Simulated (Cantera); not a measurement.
Input: 1 mol S, 0.13 mol SO₂, a varied amount of H₂, held at 975 K and 1.33 mbar.

These are equilibrium values from Cantera (NASA tables, ideal gas, pure condensed phases), not measurements of a reactor. Candidate condensed phases: H₂O, H₂SO₄, S; 19 gas species. Gases not in the tables: S₃ to S₇. Rates play no part.

Problem. At 0.69 mol H₂, list the 7 most abundant gas species with their mole fractions, and the condensed phases.

Solution. S₂ 0.362, H₂S 0.318, H₂O 0.238, H₂ 0.0808, SO₂ 0.000856, S₂O 0.000154, SH 0.000111. Condensed: gas only.
